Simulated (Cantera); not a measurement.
What does this Cantera script print?

```python
import numpy as np
import cantera as ct

gas_names = [...]  # 118 gases of nasa_gas.yaml made of C, Cl, F, H
cond_names = """
    C(gr) C6H6(L) C7H8(L) C8H18(L),n-octa
""".split()


# ... load() reads the species with a 1 bar reference pressure and builds the phases ...
atoms = {
    'CHF3': {'C': 1, 'H': 1, 'F': 3},
    'HCl': {'H': 1, 'CL': 1},
}
top_T = {'C(gr)': 4500}  # K; cautious upper limits of use, not melting points


# ... equilibrate(T, P, feed) seeds the gas with the atoms and calls Mixture.equilibrate('TP', solver="vcs", rtol=1e-11, max_steps=5000) ...
results = []
T = 1300  # K
P = 1000  # Pa
for m in [0.021, 0.028, 0.038, 0.052, 0.07, 0.095, 0.13, 0.17, 0.23, 0.32]:
    feed = {'CHF3': 1, 'HCl': m}  # mol
    mix = equilibrate(T, P, feed)
    results.append((T, P, feed, dict(zip(mix.species_names, mix.species_moles))))

top = {s: max(r[3][s] / sum(r[3][g] for g in gas_names) for r in results) for s in gas_names}
cols = sorted((s for s in top if top[s] > 0.0001), key=lambda s: -top[s])[:7]
seen = [c for c in cond_names if any(r[3].get(c, 0) > 1e-12 for r in results)]
print("log10 of partial pressures in bar; condensed amounts in mol")
print(f"{'n(HCl)':>10s}" + "".join(f"{s[:9]:>10s}" for s in cols + seen))
for T, P, feed, n in results:
    ng = sum(n[g] for g in gas_names)
    print(f"{feed['HCl']:10.4g}" + "".join(f"{np.log10(max(n[s] / ng * P / 1e5, 1e-99)):10.3f}" for s in cols)
          + "".join(f"{n.get(c, 0):10.4g}" for c in seen))
```

It prints:

```
log10 of partial pressures in bar; condensed amounts in mol
    n(HCl)        HF       CF4       HCL       CL2        CL     CCLF3     C(gr)
     0.021    -2.181    -2.486    -3.990    -5.429    -4.621    -5.399    0.5012
     0.028    -2.182    -2.488    -3.874    -5.197    -4.505    -5.285    0.5017
     0.038    -2.184    -2.493    -3.755    -4.956    -4.384    -5.168    0.5024
     0.052    -2.186    -2.499    -3.635    -4.716    -4.264    -5.052    0.5036
      0.07    -2.189    -2.506    -3.526    -4.496    -4.154    -4.948    0.5053
     0.095    -2.192    -2.517    -3.419    -4.280    -4.046    -4.848    0.5078
      0.13    -2.197    -2.532    -3.315    -4.070    -3.941    -4.754    0.5117
      0.17    -2.201    -2.549    -3.230    -3.901    -3.857    -4.682    0.5166
      0.23    -2.206    -2.575    -3.139    -3.723    -3.768    -4.613    0.5243
      0.32    -2.212    -2.612    -3.047    -3.545    -3.679    -4.552    0.5366
```

These are equilibrium values from Cantera (NASA tables, ideal gas, pure condensed phases), not measurements of a reactor. Gases not in the tables: C2F6 and larger saturated fluorocarbons.
